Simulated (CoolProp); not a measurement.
R113 at several states: fugacity coefficient from the reference equation and from simpler models built on Tc = 214.1 °C, pc = 33.92 bar, ω = 0.253; each cubic takes its own stable root.

Values from CoolProp's reference Helmholtz-energy equation of state, Marx 1992.

| T (°C) | p (bar) | phase | reference |
|---|---|---|---|
| 107.15 | 2.83 | gas | 0.9375 |
| 96.45 | 5.43 | liquid | 0.6711 |
| 50.15 | 0.779 | gas | 0.9709 |
| 63.35 | 12.3 | liquid | 0.1340 |
| 223.55 | 37.8 | supercritical | 0.6524 |
| 69.35 | 96.1 | liquid | 0.02941 |

**Question.** How far does each simpler model (van der Waals, Soave-Redlich-Kwong, Peng-Robinson) lie from the reference over these 6 states: mean and median of the absolute difference, and the worst?

**Answer.** 
- van der Waals: mean 98.0 %, median 19.2 %, worst +296.8 % at 69.35 °C and 96.1 bar
- Soave-Redlich-Kwong: mean 0.9 %, median 0.4 %, worst +3.3 % at 69.35 °C and 96.1 bar
- Peng-Robinson: mean 1.3 %, median 0.6 %, worst -3.4 % at 223.55 °C and 37.8 bar

At some of these states van der Waals gives the other phase, because its saturation line lies elsewhere.
